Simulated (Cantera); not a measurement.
Ignition delay

Mixture: 6.64 % CH4, 0.995 % H2, 19.4 % O2, 73.0 % N2, equivalence ratio 0.71, at 500000 Pa, adiabatic and at constant pressure. Ignition delay is the time to a rise of 400 K.

Computed with Cantera and GRI-Mech 3.0 (53 species, 325 reactions).

```tsv
T0 (K)	delay (ms)
1050	11.0
1100	5.67
1150	3.35
1200	2.09
1250	1.33
1300	0.852
1350	0.548
1400	0.355
1450	0.233
```

```
Item                                                     Value
--------------------------------------------------  ----------
apparent activation energy between 1350 and 1450 K  140 kJ/mol
```
